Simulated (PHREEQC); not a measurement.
Dissolve 59 mmol/kgw HF, 0.26 mmol/kgw (NH4)2SiF6, 0.54 mmol/kgw H3AsO4 and 0.48 mmol/kgw HCl at 25 °C. Closed to the air; pH follows from the charge balance.

Equilibrium calculation in PHREEQC: ion-association model, wateq4f.dat.

```
quantity                    before     after
------------------------  --------  --------
pH                            2.21      2.40
ionic strength (mol/kgw)   0.00744   0.00512
HF (mol/kgw)                0.0427    0.0534
F- (mol/kgw)               0.00509   0.00295
H2F2 (mol/kgw)             0.00476  0.000685
HF2- (mol/kgw)            0.000836  0.000664
SI of Quartz (SiO2)          -7.09     -3.67
```

Problem. Name the change that produced these shifts.
(A) temperature from 25 to 85 °C
(B) H3AsO4 left out
(C) temperature from 25 to 20 °C
(D) (NH4)2SiF6 from 0.00026 to 0.0026 mol/kgw

Solution. A, temperature from 25 to 85 °C

This is a speciation only: nothing precipitates in the calculation. wateq4f.dat counts part of the HF as a dimer, H2F2, which phreeqc.dat doesn't know; its constant is uncertain. Constants without temperature data keep their 25 °C values here. SiF6-2 is the database's only silicon fluoride.
